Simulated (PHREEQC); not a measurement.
## Leach liquor: an equilibrium model

Solution (25 °C): 0.012 mol H2SO4, 4.5e-05 mol NiSO4 and 0.29 mol Na2SO4 per kg of water. Closed to the air; pH follows from the charge balance.

The numbers come from PHREEQC with the ion-association model, wateq4f.dat.

Each row changes one thing in this solution. No solid was allowed to form.

| case | pH | ionic strength (mol/kgw) | SO4-2 (mol/kgw) | HSO4- (mol/kgw) |
|---|---|---|---|---|
| as made | 2.44 | 0.688 | 0.193 | 0.0192 |
| NiSO4 from 4.5e-05 to 9e-05 mol/kgw | 2.44 | 0.688 | 0.193 | 0.0192 |
| Na2SO4 left out | 1.80 | 0.0241 | 0.00602 | 0.00601 |
| NiSO4 replaced by ZnSO4 at the same molality | 2.44 | 0.688 | 0.193 | 0.0192 |
| H2SO4 from 0.012 to 0.018 mol/kgw | 2.26 | 0.689 | 0.191 | 0.0287 |
